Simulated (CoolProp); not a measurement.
Chloromethane (R40) at 300.7 K and 0.399 MPa is compressed adiabatically to 0.697 MPa with isentropic efficiency 0.9. Each further row changes one setting.

Values from CoolProp's reference Helmholtz-energy equation of state, Thol 2014.

| case | work (kJ/kg) | final temperature (K) | final density (kg/m³) |
|---|---|---|---|
| as stated | 30.1 | 339.9 | 13.5 |
| efficiency 1 | 27.1 | 336.9 | 13.7 |
| efficiency 0.65 | 41.6 | 351.5 | 12.9 |
